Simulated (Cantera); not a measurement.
What does this Cantera script print?

```python
import numpy as np
import cantera as ct

gas_names = """
    C CN CO CO2 C2 CCN CNC C2N2 C2O C3 C3O2 C4 C4N2 C5 Cu CuO Cu2 N NCO NO NO2 NO3 N2 N2O O O2 O3
""".split()
cond_names = """
    C(gr) Cu(cr) Cu(L) CuO(s) Cu2O(s) Cu2O(L)
""".split()


# ... load() reads the species with a 1 bar reference pressure and builds the phases ...
atoms = {
    'CuO': {'Cu': 1, 'O': 1},
    'C': {'C': 1},
    'N2': {'N': 2},
}
top_T = {'C(gr)': 4500, 'CuO(s)': 1390}  # K; cautious upper limits of use, not melting points


# ... equilibrate(T, P, feed) seeds the gas with the atoms and calls Mixture.equilibrate('TP', solver="vcs", rtol=1e-11, max_steps=5000) ...
results = []
feed = {'CuO': 1, 'C': 6.2, 'N2': 0.6}  # mol
P = 44  # Pa
for T in [925, 1025, 1125, 1225, 1325, 1425, 1525, 1625, 1725, 1825, 1925, 2025]:
    mix = equilibrate(T, P, feed)
    results.append((T, P, feed, dict(zip(mix.species_names, mix.species_moles))))
    x = sorted(zip(gas.X, gas.species_names), reverse=True)
    print(f"T = {T:g} K  P = {P:g} Pa  gas = {mix.phase_moles(0):.4g} mol")
    print("   x: " + "  ".join(f"{s} {v:.3e}" for v, s in x if v > 0.0001))
    print("   condensed (mol): " + ("  ".join(f"{mix.phase(i).name} {mix.phase_moles(i):.4g}"
          for i in range(1, mix.n_phases) if mix.phase_moles(i) > 1e-12) or "none"))
```

It prints:

```
T = 925 K  P = 44 Pa  gas = 1.599 mol
   x: CO 6.243e-01  N2 3.752e-01  CO2 5.155e-04
   condensed (mol): C(gr) 5.201  Cu(cr) 1
T = 1025 K  P = 44 Pa  gas = 1.6 mol
   x: CO 6.249e-01  N2 3.750e-01
   condensed (mol): C(gr) 5.2  Cu(cr) 1
T = 1125 K  P = 44 Pa  gas = 1.6 mol
   x: CO 6.250e-01  N2 3.750e-01
   condensed (mol): C(gr) 5.2  Cu(cr) 1
T = 1225 K  P = 44 Pa  gas = 1.6 mol
   x: CO 6.250e-01  N2 3.750e-01
   condensed (mol): C(gr) 5.2  Cu(cr) 0.9999
T = 1325 K  P = 44 Pa  gas = 1.601 mol
   x: CO 6.246e-01  N2 3.748e-01  Cu 6.383e-04
   condensed (mol): C(gr) 5.2  Cu(cr) 0.999
T = 1425 K  P = 44 Pa  gas = 1.608 mol
   x: CO 6.219e-01  N2 3.731e-01  Cu 4.936e-03
   condensed (mol): C(gr) 5.2  Cu(L) 0.9921
T = 1525 K  P = 44 Pa  gas = 1.647 mol
   x: CO 6.073e-01  N2 3.644e-01  Cu 2.827e-02
   condensed (mol): C(gr) 5.2  Cu(L) 0.9534
T = 1625 K  P = 44 Pa  gas = 1.839 mol
   x: CO 5.438e-01  N2 3.263e-01  Cu 1.299e-01  Cu2 1.067e-04
   condensed (mol): C(gr) 5.2  Cu(L) 0.7608
T = 1725 K  P = 44 Pa  gas = 2.599 mol
   x: CO 3.848e-01  Cu 3.840e-01  N2 2.309e-01  Cu2 4.046e-04
   condensed (mol): C(gr) 5.2
T = 1825 K  P = 44 Pa  gas = 2.6 mol
   x: CO 3.847e-01  Cu 3.843e-01  N2 2.308e-01  Cu2 1.925e-04
   condensed (mol): C(gr) 5.2
T = 1925 K  P = 44 Pa  gas = 2.6 mol
   x: CO 3.847e-01  Cu 3.845e-01  N2 2.308e-01
   condensed (mol): C(gr) 5.2
T = 2025 K  P = 44 Pa  gas = 2.6 mol
   x: CO 3.846e-01  Cu 3.845e-01  N2 2.308e-01
   condensed (mol): C(gr) 5.2
```

Method: chemical equilibrium by Gibbs-energy minimisation in Cantera with the NASA 1993 tables (ideal gas, pure condensed phases).
